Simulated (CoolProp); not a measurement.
Saturation properties of C2F6 (R116) (Tc = 293.0 K, pc = 3048 kPa, ω = 0.257).

The numbers come from the reference Helmholtz-energy equation of state, Lemmon 2006 in CoolProp. It is a short technical equation, of lower accuracy than the large ones.

| T (K) | p (kPa) | vapour density (kg/m³) | liquid cp (kJ/(kg K)) | liquid viscosity (µPa s) | vapour viscosity (µPa s) | liquid conductivity (mW/(m K)) |
|---|---|---|---|---|---|---|
| 191.7 | 84.28 | 7.599 | 0.9336 | 451 | 8.97 | 77.5 |
| 200 | 131.2 | 11.51 | 0.9545 | 386 | 9.34 | 74.1 |
| 208.4 | 197.0 | 16.91 | 0.9778 | 333 | 9.72 | 70.8 |
| 216.7 | 284.3 | ? | ? | 290 | 10.1 | 67.5 |
| 225.1 | 399.7 | 33.43 | ? | 252 | 10.5 | 64.2 |
| 233.4 | 545.2 | 45.48 | 1.067 | 220 | 10.9 | 60.9 |
| 241.8 | 729.4 | 61.16 | 1.107 | 191 | 11.3 | 57.6 |
| 250.1 | 953.2 | 81.13 | 1.158 | 165 | 11.8 | 54.2 |
| 258.4 | 1224 | 107.1 | 1.225 | 142 | 12.4 | ? |
| 266.8 | 1554 | 142.0 | 1.326 | 120 | 13.3 | 47.2 |
| 275.1 | 1941 | 190.0 | 1.499 | 99.7 | 14.6 | 43.5 |

Question: Fill in the missing entries.

Answer: 
- 216.7, vapour density (kg/m³): 24.01
- 216.7, liquid cp (kJ/(kg K)): 1.003
- 225.1, liquid cp (kJ/(kg K)): 1.033
- 258.4, liquid conductivity (mW/(m K)): 50.8

It boils at 195.1 K under 1 atm.

Viscosity comes from a separate model (Huber 2003), an estimate that may be off by 10 % or more. Thermal conductivity comes from a separate model (Huber 2003), an estimate that may be off by 10 % or more.
